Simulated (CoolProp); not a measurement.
CH2F2 (R32) at several states: fugacity coefficient from the reference equation and from simpler models built on Tc = 351.3 K, pc = 5.783 MPa, ω = 0.277; each cubic takes its own stable root.

Values from CoolProp's reference Helmholtz-energy equation of state, Tillner-Roth 1997.

```
T (K)  p (MPa)   phase  reference  van der Waals  Redlich-Kwong  Soave-Redlich-Kwong  Peng-Robinson
-----  -------  ------  ---------  -------------  -------------  -------------------  -------------
299.3     19.5  liquid     0.1031         0.2195              …               0.1215              …
152.5     1.99  liquid  0.0002351        0.03191              …                    …              …
263.9     2.02  liquid     0.2705         0.6906         0.4042               0.2844         0.2792
```

Problem. Complete the blanks.

Solution. 
- 299.3, Redlich-Kwong: 0.1456
- 299.3, Peng-Robinson: 0.1125
- 152.5, Redlich-Kwong: 0.0007933
- 152.5, Soave-Redlich-Kwong: 0.0001981
- 152.5, Peng-Robinson: 0.0002269
